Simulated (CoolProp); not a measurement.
Properties of n-heptane along the isobar 1.05 MPa (Tc = 541.2 K, pc = 2.774 MPa, ω = 0.349).

Computed with CoolProp (reference Helmholtz-energy equation of state, Span 2003). It is a short technical equation, of lower accuracy than the large ones.

```csv
T (K),phase,speed of sound (m/s),conductivity (mW/(m K)),fugacity coefficient
409.9,liquid,694.3,92.1,0.2481
417.2,liquid,665.2,90.3,0.2892
424.6,liquid,635.5,88.5,0.3351
431.9,liquid,605.7,86.7,0.3849
439.2,liquid,575.4,85.0,0.4391
446.5,liquid,544.5,83.2,0.4978
453.9,liquid,512.4,81.4,0.5617
461.2,liquid,479.7,79.6,0.6290
468.5,liquid,445.7,77.8,0.7005
475.9,liquid,409.5,75.9,0.7769
483.2,gas,151.6,36.7,0.8003
490.5,gas,157.0,37.3,0.8113
```

Thermal conductivity comes from a separate model (Assael 2013).
